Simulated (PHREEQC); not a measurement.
A made-up water analysis in mmol/kgw, 25 °C, pH 5.84, pe -0.6:

```tsv
constituent	mmol/kgw
Na	0.0471
K	0.00385
Ca	0.0768
Mg	0.166
Cl	0.0656
S(6)	0.11
Alkalinity (meq/kgw)	0.25
N(-3)	0.000143
Ba	0.000155
Fe(2)	0.00655
```

Valence states are taken as typed.

Model: ion-association model, wateq4f.dat, run in PHREEQC.

```json
{
  "ionic_strength": "0.000885 mol/kgw",
  "charge_balance_error": "1.4 %"
}
```

```tsv
species	molality	activity	log γ
CO2	0.000788	0.000788	0.000
HCO3-	0.000251	0.000243	-0.014
Mg+2	0.000162	0.000142	-0.057
SO4-2	0.000106	9.24e-5	-0.058
Ca+2	7.54e-5	6.60e-5	-0.058
Cl-	6.56e-5	6.34e-5	-0.015
Na+	4.71e-5	4.55e-5	-0.015
Fe+2	6.32e-6	5.54e-6	-0.057
```

Precipitation was switched off in this run.
